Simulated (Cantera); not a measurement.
A closed system holds: 1 mol SiCl4, 2.7 mol NH3, 70 mol H2, at 0.00133 bar.

Method: chemical equilibrium by Gibbs-energy minimisation in Cantera with the NASA 1993 tables (ideal gas, pure condensed phases). Candidate condensed phases: NH4Cl, Si, Si3N4; 28 gas species. Gases not in the tables: Si2H6 and higher silanes. Rates play no part.

Which condensed phases are stable at each of these points (T (°C)): 725, 825, 925, 1025, 1125, 1225, 1325, 1425, 1525, 1625?


```csv
T (°C),condensed phases,Si condensed (%)
725,Si3N4(s),99.9
825,Si3N4(s),99.9
925,Si3N4(s),99.0
1025,Si3N4(s),93.6
1125,Si3N4(s),74.3
1225,Si(s),56.4
1325,Si(s),53.8
1425,Si(l),48.5
1525,Si(l),36.4
1625,gas only,0.0
```

From 725 °C to 1125 °C the condensed part is Si3N4(s). From 1225 °C to 1325 °C the condensed part is Si(s). From 1425 °C to 1525 °C the condensed part is Si(l). At 1625 °C nothing is condensed.
